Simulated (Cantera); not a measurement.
What does this Cantera script print?

```python
import numpy as np
import cantera as ct

gas = ct.Solution("gri30.yaml")
gas.TPX = 2125, 550000, {'CH4': 1, 'CO2': 1.4, 'H2': 1.6}
reactor = ct.IdealGasConstPressureReactor(gas, energy="off", clone=False)
net = ct.ReactorNet([reactor])
net.rtol, net.atol = 1e-08, 1e-18
show = ['CH4', 'CO2', 'H2', 'O2', 'OH', 'CH3']
times = np.geomspace(0.0005, 200, 15)

steps = ct.SolutionArray(gas, extra=["t"])
rows = []
print(f"{'t/s':>10s}{'T/K':>9s}{'P/Pa':>11s}" + "".join(f"{s:>11s}" for s in show))
for t in times:
    while net.time < t:
        t_next = net.step()
        steps.append(gas.state, t=t_next)
    rows.append([np.interp(t, steps.t, y) for y in (steps.T, steps.P, *steps(*show).X.T)])
    print(f"{t:10.3e}{rows[-1][0]:9.1f}{rows[-1][1]:11.4g}" + "".join(f"{x:11.3e}" for x in rows[-1][2:]))
rate = np.gradient(steps.T, steps.t)
print("integrator steps:", len(steps.t))
if steps.T.max() > steps.T[0] + 200:
    print(f"time of steepest temperature rise: {steps.t[rate.argmax()]:.4e} s")
gas.TPX = 2125, 550000, {'CH4': 1, 'CO2': 1.4, 'H2': 1.6}
gas.equilibrate("TP")
print(f"equilibrium (TP): T = {gas.T:.1f} K  " + "  ".join(f"{s} {gas[s].X[0]:.3e}" for s in show))
```

It prints:

```
       t/s      T/K       P/Pa        CH4        CO2         H2         O2         OH        CH3
 5.000e-04   2125.0    5.5e+05  1.514e-02  2.945e-02  3.989e-01  1.232e-08  6.296e-05  7.399e-04
 1.256e-03   2125.0    5.5e+05  1.154e-02  2.329e-02  4.382e-01  7.626e-09  4.781e-05  5.356e-04
 3.157e-03   2125.0    5.5e+05  7.882e-03  1.683e-02  4.818e-01  3.966e-09  3.260e-05  3.455e-04
 7.933e-03   2125.0    5.5e+05  4.231e-03  1.170e-02  5.168e-01  1.979e-09  2.177e-05  1.778e-04
 1.993e-02   2125.0    5.5e+05  1.401e-03  9.012e-03  5.358e-01  1.206e-09  1.646e-05  5.762e-05
 5.008e-02   2125.0    5.5e+05  6.232e-05  8.402e-03  5.407e-01  1.054e-09  1.531e-05  2.550e-06
 1.258e-01   2125.0    5.5e+05  6.366e-07  8.390e-03  5.408e-01  1.053e-09  1.530e-05  2.606e-08
 3.162e-01   2125.0    5.5e+05  6.353e-07  8.390e-03  5.408e-01  1.053e-09  1.530e-05  2.601e-08
 7.946e-01   2125.0    5.5e+05  6.353e-07  8.390e-03  5.408e-01  1.053e-09  1.530e-05  2.601e-08
 1.997e+00   2125.0    5.5e+05  6.353e-07  8.390e-03  5.408e-01  1.053e-09  1.530e-05  2.601e-08
 5.017e+00   2125.0    5.5e+05  6.353e-07  8.390e-03  5.408e-01  1.053e-09  1.530e-05  2.601e-08
 1.261e+01   2125.0    5.5e+05  6.353e-07  8.390e-03  5.408e-01  1.053e-09  1.530e-05  2.601e-08
 3.168e+01   2125.0    5.5e+05  6.353e-07  8.390e-03  5.408e-01  1.053e-09  1.530e-05  2.601e-08
 7.959e+01   2125.0    5.5e+05  6.353e-07  8.390e-03  5.408e-01  1.053e-09  1.530e-05  2.601e-08
 2.000e+02   2125.0    5.5e+05  6.353e-07  8.390e-03  5.408e-01  1.053e-09  1.530e-05  2.601e-08
integrator steps: 1841
equilibrium (TP): T = 2125.0 K  CH4 7.233e-07  CO2 8.390e-03  H2 5.408e-01  O2 1.053e-09  OH 1.530e-05  CH3 2.961e-08
```

Detailed kinetics in Cantera: GRI-Mech 3.0 (53 species, 325 reactions).
